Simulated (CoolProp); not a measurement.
A single-stage vapour-compression cycle with R123: evaporating at 309.15 K (dew point), condensing at 355.15 K (bubble point), superheat 0 K, subcooling 5 K, compressor efficiency 0.6, no pressure losses. Each further row changes one setting.

Model: reference Helmholtz-energy equation of state, Younglove 1994, in CoolProp. It is a modified Benedict-Webb-Rubin equation, recast in Helmholtz form.

| case | cooling COP | pressure ratio | discharge temperature (K) | refrigerating effect (kJ/kg) | volumetric capacity (kJ/m³) |
|---|---|---|---|---|---|
| as stated | ___ | 3.81 | 366.4 | 123 | 1040 |
| evaporating temperature 314.15 K | 3.98 | ___ | 364.7 | 126 | 1250 |
| condensing temperature 350.15 K | 3.93 | 3.36 | 360.8 | 129 | 1090 |
| subcooling 10 K | ___ | 3.81 | 366.4 | 129 | 1090 |
| superheat 10 K | ___ | 3.81 | 377.1 | 130 | 1060 |
| compressor efficiency 0.5 | 2.84 | 3.81 | 375.2 | 123 | 1040 |

Q: Fill in the missing entries.

A: 
- as stated, cooling COP: 3.41
- evaporating temperature 314.15 K, pressure ratio: 3.22
- subcooling 10 K, cooling COP: 3.56
- superheat 10 K, cooling COP: 3.46
